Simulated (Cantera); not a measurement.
An adiabatic, constant-pressure homogeneous reactor starts with CH4 : O2 : N2 : CO2 = 1 : 2 : 7.52 : 0.35 (molar parts), equivalence ratio 1.0, at 1300 K and 14300 Torr.

Model: GRI-Mech 3.0 (53 species, 325 reactions), integrated in Cantera. The pressure lies above the range GRI-Mech 3.0 was tuned for (to about 10 atm).

Question: Predict: time of steepest temperature rise; temperature at 0.400 s; equilibrium temperature; x(O2) at 0.400 s; x(CO2) at 0.400 s; x(HCN) at 0.400 s; x(HCO) at 0.400 s.

Answer: time of steepest temperature rise: 0.782 ms
temperature at 0.400 s: 2769 K
equilibrium temperature: 2769 K
x(O2) at 0.400 s: 0.0110 (gas-phase equilibrium 0.0110)
x(CO2) at 0.400 s: 0.0940 (gas-phase equilibrium 0.0940)
x(HCN) at 0.400 s: 3.17e-9 (gas-phase equilibrium 3.17e-9)
x(HCO) at 0.400 s: 7.40e-8 (gas-phase equilibrium 7.40e-8)
